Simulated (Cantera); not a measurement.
Charge: 1 mol Si, 2.7 mol HCl, 0.31 mol H2, held at 1125 K and 1.00 bar.

Method: chemical equilibrium by Gibbs-energy minimisation in Cantera with the NASA 1993 tables (ideal gas, pure condensed phases). Candidate condensed phases: Si; 19 gas species. The tables' values for SiCl3 are old estimates; treat these amounts as uncertain. Rates play no part.

Problem. What is the equilibrium state?

Solution. 
```json
{
  "x(H2)": "0.659",
  "x(SiCl4)": "0.215",
  "x(SiHCl3)": "0.0810",
  "x(HCl)": "0.0304",
  "x(SiCl3)": "0.00722",
  "x(SiH2Cl2)": "0.00374",
  "x(SiCl2)": "0.00298",
  "x(SiH3Cl)": "4.61e-5",
  "n(Si(s))": "0.284 mol",
  "gas_amount": "2.309 mol"
}
```
